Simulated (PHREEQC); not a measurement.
1.1 g of hydrous ferric oxide (600 m²/g; 0.2 weak and 0.005 strong sites per Fe, Dzombak-Morel constants, diffuse double layer) in 1 kg of water with 0.005 mol/kgw of an inert sodium salt and 4.7e-05 mol PbCl2, 1.2e-05 mol CuCl2 and 5.3e-06 mol CaCl2, at 25 °C; the pH is set by adding NaOH or the inert anion's acid. O2 is buffered at 0.21 atm. The system is closed to CO2. Nothing may precipitate in this run.

Computed with PHREEQC (ion-association model, wateq4f.dat).

Predict surface charge σ (C/m²), surface potential ψ (mV) at pH = 4.38, 5.12, 8.12, 10.


```csv
pH,surface charge σ (C/m²),surface potential ψ (mV)
4.38,0.148,181
5.12,0.086,154
8.12,0.000,2
10,-0.029,-100
```

The database's constant for dissolved Cu(OH)2 is higher than later reviews accept.
